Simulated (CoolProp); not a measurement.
Vapour-liquid equilibrium of propane (1) + c-C4F8 (RC318) (2) at 622 kPa; x and y are mole fractions of (1).

Computed with CoolProp (multi-fluid Helmholtz-energy mixture model, Lemmon 2009 and Platzer 1990; pair parameters Bell 2016). This equation is an older, rougher fit; its heat capacities, sound speeds and derivatives of the liquid may be far off and weren't checked against measurements.

```
x      bubble temperature (K)  y at the bubble point  dew temperature at overall composition x (K)  liquid density (mol/L)
-----  ----------------------  ---------------------  --------------------------------------------  ----------------------
0.05                    314.5                    ___                                         319.8                   7.229
0.125                   305.6                  0.400                                         317.0                   7.574
0.2                     298.9                  0.536                                         314.1                   7.886
0.275                   294.0                  0.623                                         311.1                   8.173
0.35                    290.7                  0.681                                         307.8                   8.447
0.425                   288.3                  0.721                                           ___                   8.720
0.5                     286.6                  0.751                                         300.7                   9.002
0.575                   285.4                  0.777                                         296.7                   9.304
0.65                    284.4                    ___                                         292.5                     ___
0.725                   283.5                  0.826                                         288.1                   9.996
0.8                     282.8                  0.855                                         284.4                     ___
0.875                   282.3                  0.894                                           ___                     ___
0.95                    282.1                  0.949                                         282.1                   11.35
```

What belongs in the gaps?


- 0.05, y at the bubble point: 0.190
- 0.425, dew temperature at overall composition x (K): 304.4
- 0.65, y at the bubble point: 0.801
- 0.65, liquid density (mol/L): 9.632
- 0.8, liquid density (mol/L): 10.40
- 0.875, dew temperature at overall composition x (K): 282.5
- 0.875, liquid density (mol/L): 10.85

y crosses x between x = 0.875 and 0.95: the model has an azeotrope there.

Pair parameters are fitted to limited data, so mixtures are less certain than the pure fluids.
